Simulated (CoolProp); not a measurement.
Properties of acetone along the isobar 6.66 MPa.

Computed with CoolProp (reference Helmholtz-energy equation of state, Lemmon 2006). It is a short technical equation, of lower accuracy than the large ones.

| T (K) | phase | Z | cp (kJ/(kg K)) | cv (kJ/(kg K)) | isothermal compressibility (1/MPa) | expansivity (1/kK) |
|---|---|---|---|---|---|---|
| 293.6 | liquid | 0.1991 | 2.119 | 1.543 | 0.001144 | 1.337 |
| 301.8 | liquid | 0.1958 | 2.137 | 1.556 | 0.001228 | 1.364 |
| 310.1 | liquid | 0.1928 | 2.157 | 1.570 | 0.001321 | 1.395 |
| 318.3 | liquid | 0.1900 | 2.178 | 1.585 | 0.001423 | 1.428 |
| 326.6 | liquid | 0.1874 | 2.200 | 1.600 | 0.001536 | 1.464 |
| 334.8 | liquid | 0.1850 | 2.223 | 1.616 | 0.001661 | 1.504 |
| 343.1 | liquid | 0.1829 | 2.247 | 1.632 | 0.001802 | 1.548 |
| 351.4 | liquid | 0.1809 | 2.273 | 1.648 | 0.001960 | 1.597 |
| 359.6 | liquid | 0.1791 | 2.299 | 1.665 | 0.002136 | 1.649 |
| 367.9 | liquid | 0.1776 | 2.327 | 1.682 | 0.002337 | 1.708 |
| 376.1 | liquid | 0.1762 | 2.356 | 1.700 | 0.002563 | 1.772 |
| 384.4 | liquid | 0.1750 | 2.387 | 1.718 | 0.002825 | 1.844 |
| 392.6 | liquid | 0.1740 | 2.419 | 1.736 | 0.003124 | 1.924 |
| 400.9 | liquid | 0.1732 | 2.453 | 1.754 | 0.003474 | 2.014 |
| 409.1 | liquid | 0.1726 | 2.489 | 1.773 | 0.003880 | 2.115 |
| 417.4 | liquid | 0.1723 | 2.528 | 1.792 | 0.004365 | 2.231 |
